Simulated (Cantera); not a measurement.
A perfectly stirred reactor is fed with 6.67 % C2H6, 93.3 % N2, at 0.143 Torr; it is held at 1725 K, and followed from long to short residence time.

Cantera simulation using GRI-Mech 3.0 (53 species, 325 reactions); the numbers are that mechanism's predictions, not measurements. GRI-Mech 3.0 stops at C3 and has no aromatics, soot or wall deposition, so with more carbon than oxygen in the feed, carbon stays in small species such as C2H2 where larger ones or solid carbon would form. Radical loss at walls, strong at low pressure, is not modelled.

x: mole fraction; the columns are a selection and need not sum to one.

```
τ (s)     x C2H6     x HCN         x H    x CH2    x C2H     x H2
------  --------  --------  ----------  -------  -------  -------
20       5.23e-5  0.000128     0.00122  1.11e-5  3.94e-6    0.107
6.1     0.000165   7.11e-5  (withheld)  1.87e-5  4.30e-6    0.101
1.8     0.000528   3.85e-5  (withheld)  3.06e-5  4.77e-6   0.0910
0.55     0.00162   2.09e-5     0.00158  4.70e-5  5.12e-6   0.0769
0.17     0.00486   1.11e-5     0.00164  6.74e-5  4.78e-6   0.0584
0.050     0.0146   4.94e-6  (withheld)  8.35e-5  2.85e-6   0.0352
0.015     0.0358   1.39e-6  (withheld)  6.73e-5  5.54e-7   0.0133
0.0045    0.0565   9.82e-8  (withheld)  2.26e-5  5.72e-9  0.00185
```

**Question.** Complete the blanks.

**Answer.** 
- 6.1, x H: 0.00132
- 1.8, x H: 0.00145
- 0.050, x H: 0.00146
- 0.015, x H: 0.000922
- 0.0045, x H: 0.000295
